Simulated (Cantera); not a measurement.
A closed system holds: 1 mol Fe, 3.3 mol SO2, 3.5 mol N2, 0.31 mol CO2, held at 1.33 mbar.

Method: chemical equilibrium by Gibbs-energy minimisation in Cantera with the NASA 1993 tables (ideal gas, pure condensed phases). Candidate condensed phases: C, Fe, Fe(CO)5, FeO, FeS, FeSO4, FeS2, Fe2O3, Fe2(SO4)3, Fe3O4, S; 38 gas species. The tables' stoichiometric FeO is somewhat more stable than real wüstite, so its field is too wide. FeO: taken at fixed stoichiometry. Gases not in the tables: S3 to S7. Equilibrium is a limit: real reactors are often held back by kinetics, nucleation or transport.

x: gas mole fraction; n: condensed amount in mol.

```
T (K)   x N2  x SO2    x S2   x CO2     x CO      x SO     x S2O  n Fe3O4(s)  n FeO(s)
-----  -----  -----  ------  ------  -------  --------  --------  ----------  --------
1150   0.516  0.389  0.0480  0.0439  0.00178  0.000678  0.000671       0.333         0
1175   0.516  0.389  0.0479  0.0435  0.00220  0.000888  0.000663       0.333         0
1200   0.510  0.408  0.0351  0.0427  0.00242   0.00109  0.000535           0      1.00
1225   0.510  0.408  0.0349  0.0422  0.00294   0.00140  0.000528           0      1.00
1250   0.510  0.408  0.0347  0.0416  0.00352   0.00177  0.000521           0      1.00
1275   0.509  0.408  0.0344  0.0409  0.00418   0.00222  0.000514           0      1.00
1300   0.509  0.408  0.0341  0.0402        …         …  0.000507           0      1.00
1325   0.509  0.408  0.0337  0.0394  0.00572   0.00341  0.000500           0      1.00
1350   0.509  0.408  0.0333  0.0385  0.00660   0.00416  0.000492           0     1.000
1375   0.509  0.408  0.0328  0.0375  0.00755   0.00505  0.000483           0     1.000
1400   0.508  0.408  0.0323  0.0365  0.00855   0.00608  0.000475           0     1.000
1425   0.508  0.407  0.0317  0.0354  0.00961   0.00726  0.000465           0     1.000
1450   0.508  0.407  0.0310  0.0342        …         …  0.000455           0     1.000
1475   0.507  0.407  0.0303  0.0331   0.0118    0.0101  0.000445           0     1.000
```

Question: Fill in the missing entries.

Answer: 
- 1450, x CO: 0.0107
- 1450, x SO: 0.00861
- 1300, x CO: 0.00492
- 1300, x SO: 0.00276
